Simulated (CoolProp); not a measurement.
A simple Rankine cycle with cis-2-butene: condensing at 301.15 K, boiler at 0.664 MPa, turbine inlet 340.7 K, turbine efficiency 0.75, pump efficiency 0.7, no recuperator. Each further row changes one setting.

Model: reference Helmholtz-energy equation of state, Lemmon 2005, in CoolProp. It is a short technical equation, of lower accuracy than the large ones.

```tsv
case	thermal efficiency (%)	net work (kJ/kg)	heat in (kJ/kg)	turbine exit temperature (K)	volume ratio over the turbine
as stated	7.4	32.3	436	310.0	2.80
turbine inlet 360.7 K	7.5	35.3	473	331.1	2.77
condensing temperature 293.15 K	8.9	40.3	454	303.2	3.59
boiler pressure 0.465 MPa	5.1	22.5	444	321.5	1.94
turbine efficiency 0.65	6.4	27.9	436	312.8	2.83
```
